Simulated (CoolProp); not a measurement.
The fluid at 296.55 K and 1.17 MPa flows at 4.5 m/s in a round tube of 12.7 mm bore and 1.5 µm roughness, fully developed (64/Re and Nu = 3.66 if laminar; Colebrook and Gnielinski if turbulent). The same conditions are run with several fluids, on thermodynamics alone (safety and materials aside).

Model: reference Helmholtz-energy equation of state of each fluid (methane: Setzmann 1991; R13: Platzer 1990; CF4 (R14): Platzer 1990; ethane: Bücker 2006; normal hydrogen: Leachman 2009), in CoolProp. The equations of Platzer and Polt are older, rougher fits.

```
fluid            Reynolds number  Darcy friction factor  pressure drop (Pa/m)  heat-transfer coefficient (W/(m² K))  mass flow (kg/h)
---------------  ---------------  ---------------------  --------------------  ------------------------------------  ----------------
methane                    39300                 0.0224                   139                                   249               ___
R13                       220000                 0.0163                   730                                   401               115
CF4 (R14)                 141000                 0.0175                   ___                                   ___              89.6
ethane                     93800                 0.0188                   237                                   341               ___
normal hydrogen              ___                 0.0355                  26.9                                   280              1.95
```

Problem. Fill in the missing entries.

Solution. 
- methane, mass flow (kg/h): 15.9
- CF4 (R14), pressure drop (Pa/m): 610
- CF4 (R14), heat-transfer coefficient (W/(m² K)): 338
- ethane, mass flow (kg/h): 32.4
- normal hydrogen, Reynolds number: 6120

Transport values come from each fluid's own correlations; those of R13, CF4 (R14) are estimates that may be off by 10 % or more.
